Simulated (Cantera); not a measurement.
## Stirred combustor or abatement burner

A perfectly stirred reactor is fed with 4.23 % CH4, 20.1 % O2, 75.7 % N2, at 1.01 bar; it is adiabatic with a 598 K inlet, and is followed from long to short residence time, starting on the burning branch (τ in s: 0.16, 0.056, 0.02, 0.007, 0.0025, 0.00089, 0.00031, 0.00011, 4e-05, 1.4e-05).

Detailed kinetics in Cantera: GRI-Mech 3.0 (53 species, 325 reactions).

| τ (s) | T (K) | x CH4 | x O2 | x C2H4 | x OH | x CH2CO |
|---|---|---|---|---|---|---|
| 0.16 | 1564 | 1.48e-5 | 0.117 | 4.48e-9 | 0.000455 | 2.72e-9 |
| 0.056 | 1560 | 2.90e-5 | 0.117 | 9.73e-9 | 0.000625 | 6.35e-9 |
| 0.020 | 1554 | 5.63e-5 | 0.117 | 1.90e-8 | 0.000845 | 1.35e-8 |
| 0.0070 | 1542 | 0.000113 | 0.117 | 3.57e-8 | 0.00112 | 2.83e-8 |
| 0.0025 | 1518 | 0.000235 | 0.118 | 7.17e-8 | 0.00139 | 6.37e-8 |
| 0.00089 | 1468 | 0.000593 | 0.121 | 2.35e-7 | 0.00149 | 2.16e-7 |
| 0.00031 | 598 | 0.0423 | 0.201 | <1e-12 | <1e-12 | <1e-12 |
| 0.00011 | 598 | 0.0423 | 0.201 | <1e-12 | <1e-12 | <1e-12 |
| 4.0e-5 | 598 | 0.0423 | 0.201 | <1e-12 | <1e-12 | <1e-12 |
| 1.4e-5 | 598 | 0.0423 | 0.201 | <1e-12 | <1e-12 | <1e-12 |
x: mole fraction; the columns are a selection and need not sum to one.
